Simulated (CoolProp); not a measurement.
Vapour-liquid equilibrium of R125 (1) + R245fa (2) at 224.1 K; x and y are mole fractions of (1).

The numbers come from the multi-fluid Helmholtz-energy mixture model, Lemmon 2005 and Akasaka 2015; pair parameters Bell 2016 in CoolProp.

```json
[
 {"x": "0.05", "bubble pressure, mixture model (bar)": "0.08938", "bubble pressure, Raoult's law (bar)": "0.07773", "y, mixture model": "0.669", "y, Raoult's law": "0.622"},
 {"x": "0.2", "bubble pressure, mixture model (bar)": "0.2471", "bubble pressure, Raoult's law (bar)": "0.2180", "y, mixture model": "0.896", "y, Raoult's law": "0.886"},
 {"x": "0.35", "bubble pressure, mixture model (bar)": "0.3878", "bubble pressure, Raoult's law (bar)": "0.3583", "y, mixture model": "0.944", "y, Raoult's law": "0.944"},
 {"x": "0.5", "bubble pressure, mixture model (bar)": "0.5202", "bubble pressure, Raoult's law (bar)": "0.4986", "y, mixture model": "0.967", "y, Raoult's law": "0.969"},
 {"x": "0.65", "bubble pressure, mixture model (bar)": "0.6500", "bubble pressure, Raoult's law (bar)": "0.6389", "y, mixture model": "0.980", "y, Raoult's law": "0.983"},
 {"x": "0.8", "bubble pressure, mixture model (bar)": "0.7815", "bubble pressure, Raoult's law (bar)": "0.7792", "y, mixture model": "0.990", "y, Raoult's law": "0.992"},
 {"x": "0.95", "bubble pressure, mixture model (bar)": "0.9186", "bubble pressure, Raoult's law (bar)": "0.9196", "y, mixture model": "0.998", "y, Raoult's law": "0.998"}
]
```

The largest gap from Raoult's law is +15.0 % in bubble pressure, at x = 0.05. No azeotrope shows between x = 0.05 and 0.95.

The pair parameters rest on a limited set of measurements; away from them the model extrapolates.
